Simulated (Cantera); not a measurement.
**Thermodynamics of iron carbonyl, mercury and lead vapours, feed HgO + O2 + H2**

Input: 1 mol HgO, 2.5 mol O2, a varied amount of H2, held at 475 K and 10.0 mbar.

Method: chemical equilibrium by Gibbs-energy minimisation in Cantera with the NASA 1993 tables (ideal gas, pure condensed phases). Candidate condensed phases: H2O, Hg, HgO; 10 gas species. Rates play no part.

| n(H2) (mol) | x H2 | x H2O | x Hg |
|---|---|---|---|
| 11 | 0.417 | 0.500 | 0.0833 |
| 14 | 0.533 | 0.400 | 0.0667 |
| 18 | 0.632 | 0.316 | 0.0526 |
| 22 | 0.696 | 0.261 | 0.0435 |
| 28 | 0.759 | 0.207 | 0.0345 |
| 35 | 0.806 | 0.167 | 0.0278 |
| 44 | 0.844 | 0.133 | 0.0222 |
| 56 | 0.877 | 0.105 | 0.0175 |
| 70 | 0.901 | 0.0845 | 0.0141 |
x: gas mole fraction; nothing condenses.

From 11 mol H2 to 70 mol H2 nothing is condensed. The main Hg-bearing gas is Hg throughout.
